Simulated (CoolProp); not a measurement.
Vapour-liquid equilibrium of R125 (1) + dimethyl ether (2) at 186.9 K; x and y are mole fractions of (1).

The numbers come from the multi-fluid Helmholtz-energy mixture model, Lemmon 2005 and Wu 2011; pair parameters Bell 2016 in CoolProp.

Problem. Give the bubble pressure and the first vapour's composition at x = 0.05, 0.2, 0.5. Is there an azeotrope?

Solution. x = 0.05: 0.002504 MPa, y = 0.081; x = 0.2: 0.002836 MPa, y = 0.331; x = 0.5: 0.004335 MPa, y = 0.777. No azeotrope shows between x = 0.05 and 0.95.

Pair parameters are fitted to limited data, so mixtures are less certain than the pure fluids.
